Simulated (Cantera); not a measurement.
What does this Cantera script print?

```python
import numpy as np
import cantera as ct

gas = ct.Solution("gri30.yaml")
gas.TP = 300, 49000
flame = ct.CounterflowDiffusionFlame(gas, width=0.02)
flame.fuel_inlet.X, flame.fuel_inlet.T = {'CH4': 1, 'C2H6': 1, 'C3H8': 0.054, 'N2': 0.37}, 525
flame.oxidizer_inlet.X, flame.oxidizer_inlet.T = {'O2': 0.25, 'N2': 0.75}, 575
flame.set_refine_criteria(ratio=3, slope=0.12, curve=0.24, prune=0.03)
show = ['OH', 'H', 'NO', 'CO', 'C2H2']

rows = []
print(f"{'mdot':>8s}{'a_max':>10s}{'a_mean':>10s}{'Tmax/K':>9s}" + "".join(f"{s:>11s}" for s in show) + "   (peak mole fractions)")
for i, mdot in enumerate([0.12, 0.17, 0.23, 0.31, 0.42, 0.57, 0.78]):  # kg/m2/s on the oxidiser side
    flame.oxidizer_inlet.mdot, flame.fuel_inlet.mdot = mdot, 0.85 * mdot
    flame.solve(loglevel=0, auto=(i == 0))
    if flame.T.max() < max(525, 575) + 100:
        print(f"{mdot:8.3g}  no burning solution found from the previous one")
        break
    dT = np.abs(np.gradient(flame.T, flame.grid))
    rows.append([flame.strain_rate("max"), flame.strain_rate("mean"), flame.T.max(),
                 *(flame.X[gas.species_index(s)].max() for s in show), max(dT[0], dT[-1]) / dT.max()])
    print(f"{mdot:8.3g}{rows[-1][0]:10.1f}{rows[-1][1]:10.1f}{rows[-1][2]:9.1f}" + "".join(f"{x:11.3e}" for x in rows[-1][3:-1]))
```

Result:

```
    mdot     a_max    a_mean   Tmax/K         OH          H         NO         CO       C2H2   (peak mole fractions)
    0.12     214.8      38.9   2191.4  1.291e-02  8.436e-03  3.690e-04  8.618e-02  3.756e-02
    0.17     292.0      55.1   2170.5  1.264e-02  8.823e-03  3.355e-04  8.479e-02  3.615e-02
    0.23     382.8      74.5   2153.2  1.241e-02  9.143e-03  3.064e-04  8.353e-02  3.486e-02
    0.31     500.7     100.5   2139.7  1.224e-02  9.480e-03  2.795e-04  8.271e-02  3.375e-02
    0.42     658.5     136.1   2123.6  1.197e-02  9.765e-03  2.491e-04  8.190e-02  3.233e-02
    0.57     867.3     184.7   2105.2  1.162e-02  9.978e-03  2.163e-04  8.124e-02  3.070e-02
    0.78    1149.6     252.8   2085.1  1.119e-02  1.012e-02  1.815e-04  8.092e-02  2.877e-02
```

Detailed kinetics in Cantera: GRI-Mech 3.0 (53 species, 325 reactions). GRI-Mech 3.0 has no aromatics or soot, which form on the fuel side of real flames. The maximum strain rate includes the flame's own expansion and is several times the mean.
